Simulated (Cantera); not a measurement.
An adiabatic, constant-volume homogeneous reactor starts with CH4 : C2H6 : O2 : N2 = 1 : 0.056 : 0.915 : 5.58 (molar parts), equivalence ratio 2.4, at 1773 K and 1.00 bar. Integrator tolerance rtol = 1e-08.

Cantera simulation using GRI-Mech 3.0 (53 species, 325 reactions); the numbers are that mechanism's predictions, not measurements.

Problem. What does this change do: pressure from 1.00 bar to 0.600 bar?

Solution. 
| quantity | before | after |
|---|---|---|
| time of steepest temperature rise | 86.9 µs | 0.127 ms |
| temperature at 0.400 s | 2589 K | 2571 K |
| equilibrium temperature | 2589 K | 2571 K |
| x(CH4) at 0.400 s | 5.01e-11 (gas-phase equilibrium 5.58e-11) | 1.89e-11 (gas-phase equilibrium 2.10e-11) |
| x(C2H6) at 0.400 s | <1e-12 (gas-phase equilibrium <1e-12) | <1e-12 (gas-phase equilibrium <1e-12) |
| x(O2) at 0.400 s | 8.91e-6 (gas-phase equilibrium 8.91e-6) | 1.26e-5 (gas-phase equilibrium 1.26e-5) |
| x(OH) at 0.400 s | 0.00113 (gas-phase equilibrium 0.00113) | 0.00132 (gas-phase equilibrium 0.00132) |
| x(HCN) at 0.400 s | 3.13e-7 (gas-phase equilibrium 3.13e-7) | 1.85e-7 (gas-phase equilibrium 1.85e-7) |
| x(HO2) at 0.400 s | 9.10e-9 (gas-phase equilibrium 9.10e-9) | 9.88e-9 (gas-phase equilibrium 9.88e-9) |
